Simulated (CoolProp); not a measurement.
R236FA along the isobar 403 kPa: density (kg/m³) from the reference equation and from simpler models built on Tc = 124.9 °C, pc = 3191 kPa, ω = 0.377; each cubic takes its own stable root.

The numbers come from the reference Helmholtz-energy equation of state, Pan 2012 in CoolProp.

```json
[
 {"T (°C)": "-82.25", "phase": "liquid", "reference": "1678", "van der Waals": "973.2", "Redlich-Kwong": "1446", "Soave-Redlich-Kwong": "1492", "Peng-Robinson": "1676"},
 {"T (°C)": "-70.45", "phase": "liquid", "reference": "1646", "van der Waals": "___", "Redlich-Kwong": "___", "Soave-Redlich-Kwong": "1470", "Peng-Robinson": "1653"},
 {"T (°C)": "-58.65", "phase": "liquid", "reference": "1614", "van der Waals": "941.0", "Redlich-Kwong": "1393", "Soave-Redlich-Kwong": "1448", "Peng-Robinson": "___"},
 {"T (°C)": "-46.95", "phase": "liquid", "reference": "1581", "van der Waals": "___", "Redlich-Kwong": "1364", "Soave-Redlich-Kwong": "___", "Peng-Robinson": "1603"},
 {"T (°C)": "-35.15", "phase": "liquid", "reference": "1548", "van der Waals": "905.8", "Redlich-Kwong": "___", "Soave-Redlich-Kwong": "1397", "Peng-Robinson": "1575"},
 {"T (°C)": "-23.35", "phase": "liquid", "reference": "1513", "van der Waals": "886.6", "Redlich-Kwong": "1302", "Soave-Redlich-Kwong": "1369", "Peng-Robinson": "1545"},
 {"T (°C)": "-11.65", "phase": "liquid", "reference": "1478", "van der Waals": "___", "Redlich-Kwong": "1268", "Soave-Redlich-Kwong": "1338", "Peng-Robinson": "1512"},
 {"T (°C)": "0.15", "phase": "liquid", "reference": "1442", "van der Waals": "29.94", "Redlich-Kwong": "1232", "Soave-Redlich-Kwong": "___", "Peng-Robinson": "1476"},
 {"T (°C)": "11.95", "phase": "liquid", "reference": "1404", "van der Waals": "28.38", "Redlich-Kwong": "1192", "Soave-Redlich-Kwong": "1269", "Peng-Robinson": "1436"}
]
```

Q: What belongs in the gaps?

A: 
- -70.45, van der Waals: 957.5
- -70.45, Redlich-Kwong: 1420
- -58.65, Peng-Robinson: 1629
- -46.95, van der Waals: 923.9
- -46.95, Soave-Redlich-Kwong: 1423
- -35.15, Redlich-Kwong: 1334
- -11.65, van der Waals: 31.70
- 0.15, Soave-Redlich-Kwong: 1305

At some of these states van der Waals gives the other phase, because its saturation line lies elsewhere.
